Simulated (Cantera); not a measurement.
**Moist CO burnout**

An isothermal, constant-pressure homogeneous reactor starts with 0.148 % CO, 0.463 % O2, 0.847 % H2O, 98.5 % N2, equivalence ratio 0.16, at 1400 K and 10.0 bar.

Cantera simulation using GRI-Mech 3.0 (53 species, 325 reactions); the numbers are that mechanism's predictions, not measurements.

```json
[
 {"t (s)": "1.00e-6", "x CO": "0.00148", "x O2": "0.00463", "x H2O": "0.00847", "x H2O2": "<1e-12", "x OH": "1.42e-11", "x HO2": "1.21e-11"},
 {"t (s)": "2.82e-6", "x CO": "0.00148", "x O2": "0.00463", "x H2O": "0.00847", "x H2O2": "<1e-12", "x OH": "4.93e-11", "x HO2": "3.40e-11"},
 {"t (s)": "7.95e-6", "x CO": "0.00148", "x O2": "0.00463", "x H2O": "0.00847", "x H2O2": "<1e-12", "x OH": "2.05e-10", "x HO2": "9.73e-11"},
 {"t (s)": "2.24e-5", "x CO": "0.00148", "x O2": "0.00463", "x H2O": "0.00847", "x H2O2": "<1e-12", "x OH": "9.89e-10", "x HO2": "3.32e-10"},
 {"t (s)": "6.31e-5", "x CO": "0.00148", "x O2": "0.00463", "x H2O": "0.00847", "x H2O2": "2.61e-12", "x OH": "5.47e-9", "x HO2": "1.99e-9"},
 {"t (s)": "0.000178", "x CO": "0.00148", "x O2": "0.00463", "x H2O": "0.00847", "x H2O2": "4.64e-11", "x OH": "7.40e-8", "x HO2": "3.34e-8"},
 {"t (s)": "0.000502", "x CO": "0.00143", "x O2": "0.00460", "x H2O": "0.00846", "x H2O2": "2.23e-8", "x OH": "1.43e-5", "x HO2": "2.95e-6"},
 {"t (s)": "0.00141", "x CO": "0.000666", "x O2": "0.00422", "x H2O": "0.00844", "x H2O2": "4.07e-8", "x OH": "2.70e-5", "x HO2": "2.63e-6"},
 {"t (s)": "0.00399", "x CO": "0.000146", "x O2": "0.00396", "x H2O": "0.00847", "x H2O2": "1.32e-8", "x OH": "1.58e-5", "x HO2": "7.86e-7"},
 {"t (s)": "0.0112", "x CO": "1.54e-5", "x O2": "0.00390", "x H2O": "0.00848", "x H2O2": "3.10e-9", "x OH": "7.68e-6", "x HO2": "1.03e-7"},
 {"t (s)": "0.0317", "x CO": "8.54e-7", "x O2": "0.00389", "x H2O": "0.00848", "x H2O2": "6.65e-10", "x OH": "3.54e-6", "x HO2": "1.02e-8"},
 {"t (s)": "0.0893", "x CO": "2.24e-8", "x O2": "0.00389", "x H2O": "0.00848", "x H2O2": "2.28e-10", "x OH": "2.06e-6", "x HO2": "2.75e-9"},
 {"t (s)": "0.252", "x CO": "7.41e-9", "x O2": "0.00389", "x H2O": "0.00848", "x H2O2": "1.87e-10", "x OH": "1.87e-6", "x HO2": "2.35e-9"},
 {"t (s)": "0.710", "x CO": "7.40e-9", "x O2": "0.00389", "x H2O": "0.00848", "x H2O2": "1.87e-10", "x OH": "1.87e-6", "x HO2": "2.35e-9"},
 {"t (s)": "2.00", "x CO": "7.40e-9", "x O2": "0.00389", "x H2O": "0.00848", "x H2O2": "1.87e-10", "x OH": "1.87e-6", "x HO2": "2.35e-9"}
]
```
x: mole fraction; the columns are a selection and need not sum to one.

Equilibrium at this temperature and pressure: CO 7.45e-9, O2 0.00384, H2O 0.00848, H2O2 1.86e-10, OH 1.86e-6, HO2 2.33e-9 (gas phase only).
